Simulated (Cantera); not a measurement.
Input: 1 mol SiHCl3, 0.1 mol C2H2, 4 mol H2, held at 0.00110 bar.

Method: chemical equilibrium by Gibbs-energy minimisation in Cantera with the NASA 1993 tables (ideal gas, pure condensed phases). Candidate condensed phases: C, C6H6, C7H8, C8H18, Si, SiC; 109 gas species. The tables' values for SiCl, SiCl3 are old estimates; treat these amounts as uncertain. Gases not in the tables: Si2H6 and higher silanes. Equilibrium is a limit: real reactors are often held back by kinetics, nucleation or transport.

x: gas mole fraction; n: condensed amount in mol.

```
T (K)   x H2  x HCl  x SiCl2     x H     x Si     x Cl  n SiC(s)
-----  -----  -----  -------  ------  -------  -------  --------
1875   0.619  0.232    0.122  0.0155  0.00413  0.00442     0.200
1900   0.613  0.234    0.120  0.0187  0.00567  0.00540     0.199
1925   0.607  0.236    0.116  0.0224  0.00762  0.00658     0.199
1950   0.599  0.239    0.113  0.0267   0.0100  0.00802     0.199
1975   0.589  0.243    0.108  0.0317   0.0129  0.00975     0.198
2000   0.579  0.247    0.103  0.0373   0.0162   0.0118     0.197
2025   0.567  0.251   0.0972  0.0437   0.0199   0.0143     0.196
2050   0.554  0.255   0.0909     ___      ___      ___     0.194
2075   0.540  0.259   0.0842     ___      ___      ___     0.191
2100   0.524  0.262   0.0772  0.0680   0.0333   0.0251     0.188
2125   0.508  0.265   0.0699  0.0780   0.0382   0.0299     0.182
2150   0.491  0.267   0.0626  0.0891   0.0434   0.0355     0.174
```

Task: What belongs in the gaps?

Result: 
- 2050, x H: 0.0509
- 2050, x Si: 0.0241
- 2050, x Cl: 0.0173
- 2075, x H: 0.0590
- 2075, x Si: 0.0286
- 2075, x Cl: 0.0209
